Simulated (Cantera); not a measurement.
Feed: 1 mol SiO₂, 5.7 mol C, 0.9 mol CO, at 998.15 K and 0.120 bar.

Cantera equilibrium calculation (NASA polynomials, part measured and part estimated; ideal gas, pure solids and liquids). Candidate condensed phases: C, Si, SiC, SiO₂; 20 gas species. Equilibrium is a limit: real reactors are often held back by kinetics, nucleation or transport.

Base state: CO 0.938, CO₂ 0.0622 (mole fractions); condensed: C(graphite) + SiO₂(β-quartz).

**Question.** What changes in the equilibrium state with this change: temperature from 998.15 K to 1123 K?

**Answer.** 
```json
[
 {"species": "CO", "before": "0.938", "after": "0.993"},
 {"species": "CO₂", "before": "0.0622", "after": "0.00714"},
 {"species": "C(graphite), mol", "before": "5.75", "after": "5.71"},
 {"species": "SiO₂(β-quartz), mol", "before": "1.00", "after": "1.00"}
]
```

**Question.** What changes in the equilibrium state with this change: pressure from 0.120 bar to 82.0 mbar?

**Answer.** 
```json
[
 {"species": "CO", "before": "0.938", "after": "0.956"},
 {"species": "CO₂", "before": "0.0622", "after": "0.0441"},
 {"species": "C(graphite), mol", "before": "5.75", "after": "5.74"},
 {"species": "SiO₂(β-quartz), mol", "before": "1.00", "after": "1.00"}
]
```
